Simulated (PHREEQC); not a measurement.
Make-up at 25 °C: 0.012 mol/kgw MgCl2, 0.00083 mol/kgw NaHCO3 and 3.7e-07 mol/kgw H4SiO4. Closed to the air; pH follows from the charge balance.

Equilibrium calculation in PHREEQC: ion-association model, phreeqc.dat.

Each row changes one thing in this solution. Precipitation was switched off in this run.

```tsv
case	pH	HCO3- (mol/kgw)	MgHCO3+ (mol/kgw)	CO2 (mol/kgw)	MgCO3 (mol/kgw)	CO3-2 (mol/kgw)	SI of Halite (NaCl)
as made	7.86	0.000739	5.44e-5	1.94e-5	1.24e-5	4.13e-6	-6.42
temperature from 25 to 55 °C	(withheld)	0.000718	6.31e-5	3.14e-5	1.38e-5	3.13e-6	-6.46
diluted 100-fold with water	(withheld)	7.85e-6	1.01e-8	4.27e-7	1.53e-9	1.59e-8	-10.29
diluted 5-fold with water	(withheld)	0.000157	3.13e-6	3.52e-6	1.01e-6	8.83e-7	-7.75
H4SiO4 left out	7.86	0.000739	5.44e-5	1.94e-5	1.24e-5	4.13e-6	-6.42
diluted 10-fold with water	(withheld)	7.95e-5	8.66e-7	1.92e-6	2.71e-7	3.96e-7	(withheld)
H4SiO4 from 3.7e-07 to 7.4e-07 mol/kgw	7.86	0.000739	5.44e-5	1.94e-5	1.24e-5	4.13e-6	-6.42
```

Q: What belongs in the gaps?

A: 
- temperature from 25 to 55 °C, pH: 7.57
- diluted 100-fold with water, pH: 7.61
- diluted 5-fold with water, pH: 7.96
- diluted 10-fold with water, pH: 7.94
- diluted 10-fold with water, SI of Halite (NaCl): -8.33

At this temperature some constants are extrapolated from 25 °C, and those without enthalpy data are left unchanged.
